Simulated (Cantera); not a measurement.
# Diamond growth

A diamond (100) surface in a fixed gas of H2 with x(CH4) = 0.012, x(H) = 0.0011, at 1300 K, 0.0550 bar; coverages are run to steady state.

Computed with Cantera and the Harris–Goodwin 1993 mechanism for the reconstructed diamond (100) surface.

```tsv
x(CH3)	growth (µm/h)	θ c6HH	θ c6H*	θ c6*H	θ c6**	θ c6HM
1e-06	0.00560	0.422	0.0469	0.501	0.0301	2.21e-6
2.4e-06	0.0134	0.422	0.0469	0.501	0.0301	5.30e-6
5.7e-06	0.0319	0.422	0.0469	0.501	0.0301	1.26e-5
1.4e-05	0.0782	0.422	0.0469	0.501	0.0300	3.09e-5
3.3e-05	0.184	0.422	0.0469	0.501	0.0299	7.28e-5
7.8e-05	0.432	0.422	0.0469	0.501	0.0298	0.000172
0.00019	1.04	0.421	0.0468	0.500	0.0293	0.000416
0.00045	2.38	0.420	0.0467	0.499	0.0283	0.000973
0.0011	5.40	0.419	0.0464	0.496	0.0260	0.00231
```
θ: site fractions in the mechanism's names (c6HH fully hydrogenated, c6H* and c6*H radical sites, c6** diradical, c6HM methylated).
